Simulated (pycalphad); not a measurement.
Source of the numbers: pycalphad with the COST 507 light-alloy database (1999); pressure 1 atm. The data set is of 1999 and partly superseded. Not assessed as a whole: an extrapolation from subsystems, which can miss ternary compounds. Phase fractions are per mole of atoms.

### Question
Give the equilibrium state of Mg-5Si-2.85Al-3.24Cu (at.%) at 500 K.

### Answer
hcp, fraction 0.760, with <0.01 Si, 0.08 Al, <0.01 Cu at.%; MG2SI, fraction 0.150, with 33.3 Si, no Al, no Cu at.%; LAVES_C36, fraction 0.090, with no Si, 30.9 Al, 35.8 Cu at.%.

### Question
Give the equilibrium state of Mg-5Si-2.85Al-3.24Cu (at.%) at 975 K.

### Answer
```
T = 975.00 K, P = 101325 Pa, N = 1 mol of atoms
G = -50117 J/mol, H = 24607 J/mol, S = 76.64 J/(mol K)  (SER reference)
chemical potentials (J/mol): Mg -45996, Si -81251, Al -71882, Cu -96026
phase             fraction      x(Mg)      x(Si)      x(Al)      x(Cu)
LIQUID              0.9540     0.8998     0.0363     0.0299     0.0340
MG2SI               0.0460     0.6667     0.3333       none       none
```

Database names, with the compositions (at.%) that they take in these runs: MG2SI: Mg 67 Si 33; LAVES_C36: Cu 35 Mg 33 Al 31. An entry "none" or "no" means that the model of the phase leaves that element out.
